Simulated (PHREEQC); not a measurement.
0.063 g of hydrous ferric oxide (600 m²/g; 0.2 weak and 0.005 strong sites per Fe, Dzombak-Morel constants, diffuse double layer) in 1 kg of water with 0.1 mol/kgw of an inert sodium salt and 0.014 mmol/kgw CaCl2, at 25 °C; the pH is set by adding NaOH or the inert anion's acid. Oxygen is held at 0.21 atm. No CO2 enters from the air. Precipitation was switched off in this run.

Equilibrium calculation in PHREEQC: ion-association model, wateq4f.dat.

| pH | Ca sorbed (%) | surface charge σ (C/m²) | surface potential ψ (mV) |
|---|---|---|---|
| 4 | 0.0 | 0.321 | 147 |
| 4.5 | 0.0 | 0.272 | 138 |
| 5 | 0.0 | 0.215 | 126 |
| 5.5 | 0.0 | 0.159 | 111 |
| 6.5 | 0.0 | 0.074 | 74 |
| 7 | 0.2 | 0.045 | 52 |
| 7.5 | 1.0 | 0.023 | 30 |
| 8 | 5.2 | 0.004 | 6 |
| 8.5 | 16.5 | -0.012 | -16 |
| 9 | 36.2 | -0.030 | -37 |
| 9.5 | 68.8 | -0.050 | -57 |
| 10.5 | 98.3 | -0.114 | -94 |
| 11 | 99.6 | -0.159 | -111 |
| 11.5 | 99.9 | -0.208 | -124 |
| 12 | 99.9 | -0.253 | -131 |

Species that the database lacks are ignored.
